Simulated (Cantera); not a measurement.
Cantera run, input and output.

```python
import numpy as np
import cantera as ct

gas = ct.Solution("gri30.yaml")
gas.TPX = 1175, 79000, {'N2O': 1, 'N2': 0.7}
reactor = ct.IdealGasConstPressureReactor(gas, energy="off", clone=False)
net = ct.ReactorNet([reactor])
net.rtol, net.atol = 1e-08, 1e-18
show = ['N2O', 'NO', 'NO2', 'N2', 'O2']
times = np.geomspace(5e-06, 70, 15)

steps = ct.SolutionArray(gas, extra=["t"])
rows = []
print(f"{'t/s':>10s}{'T/K':>9s}{'P/Pa':>11s}" + "".join(f"{s:>11s}" for s in show))
for t in times:
    while net.time < t:
        t_next = net.step()
        steps.append(gas.state, t=t_next)
    rows.append([np.interp(t, steps.t, y) for y in (steps.T, steps.P, *steps(*show).X.T)])
    print(f"{t:10.3e}{rows[-1][0]:9.1f}{rows[-1][1]:11.4g}" + "".join(f"{x:11.3e}" for x in rows[-1][2:]))
rate = np.gradient(steps.T, steps.t)
print("integrator steps:", len(steps.t))
if steps.T.max() > steps.T[0] + 200:
    print(f"time of steepest temperature rise: {steps.t[rate.argmax()]:.4e} s")
gas.TPX = 1175, 79000, {'N2O': 1, 'N2': 0.7}
gas.equilibrate("TP")
print(f"equilibrium (TP): T = {gas.T:.1f} K  " + "  ".join(f"{s} {gas[s].X[0]:.3e}" for s in show))
```

It prints:

```
       t/s      T/K       P/Pa        N2O         NO        NO2         N2         O2
 5.000e-06   1175.0    7.9e+04  5.882e-01  1.285e-08  2.010e-15  4.118e-01  6.121e-08
 1.620e-05   1175.0    7.9e+04  5.882e-01  1.060e-07  1.341e-13  4.118e-01  5.049e-07
 5.246e-05   1175.0    7.9e+04  5.882e-01  6.219e-07  4.607e-12  4.118e-01  2.962e-06
 1.699e-04   1175.0    7.9e+04  5.882e-01  2.497e-06  7.413e-11  4.118e-01  1.189e-05
 5.505e-04   1175.0    7.9e+04  5.881e-01  8.584e-06  8.721e-10  4.118e-01  4.089e-05
 1.783e-03   1175.0    7.9e+04  5.878e-01  2.829e-05  9.326e-09  4.120e-01  1.348e-04
 5.776e-03   1175.0    7.9e+04  5.870e-01  9.197e-05  9.358e-08  4.125e-01  4.385e-04
 1.871e-02   1175.0    7.9e+04  5.842e-01  2.968e-04  8.327e-07  4.141e-01  1.418e-03
 6.060e-02   1175.0    7.9e+04  5.752e-01  9.477e-04  5.560e-06  4.193e-01  4.546e-03
 1.963e-01   1175.0    7.9e+04  5.475e-01  2.946e-03  2.397e-05  4.353e-01  1.423e-02
 6.358e-01   1175.0    7.9e+04  4.697e-01  8.444e-03  7.556e-05  4.803e-01  4.151e-02
 2.060e+00   1175.0    7.9e+04  3.016e-01  1.951e-02  1.801e-04  5.779e-01  1.008e-01
 6.671e+00   1175.0    7.9e+04  9.910e-02  2.990e-02  2.819e-04  6.969e-01  1.738e-01
 2.161e+01   1175.0    7.9e+04  7.908e-03  3.159e-02  3.368e-04  7.520e-01  2.081e-01
 7.000e+01   1175.0    7.9e+04  7.332e-06  3.131e-02  5.301e-04  7.570e-01  2.111e-01
integrator steps: 1179
equilibrium (TP): T = 1175.0 K  N2O 1.044e-08  NO 1.666e-04  NO2 2.934e-06  N2 7.726e-01  O2 2.272e-01
```

Cantera simulation using GRI-Mech 3.0 (53 species, 325 reactions); the numbers are that mechanism's predictions, not measurements. GRI-Mech 3.0 was tuned for natural gas; its chemistry of N2O as a main component is partial and can be far from experiment. The mechanism lacks the step 2 NO + O2 → 2 NO2, which can matter for NO2 below about 1400 K. The temperature is held fixed by assumption; the heat of reaction is taken as removed at once.
